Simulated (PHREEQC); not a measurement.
1 kg of water holding 0.029 mol CaCl2 and 0.19 mol KCl is evaporated at 50 °C; the solids stay in contact with the brine. No CO2 enters from the air. Only these solids could form: Portlandite, Sylvite.

The series has 27 steps of water left (kg), from 1 to 0.006093.

The numbers come from PHREEQC with the Pitzer model, pitzer.dat.

Which solids form, in which order, and at which step of the series does each first stand?

Sylvite from water left = 0.03564 kg.

Away from 25 °C the constants follow the database's enthalpies or fits; those with neither stay at their 25 °C values.
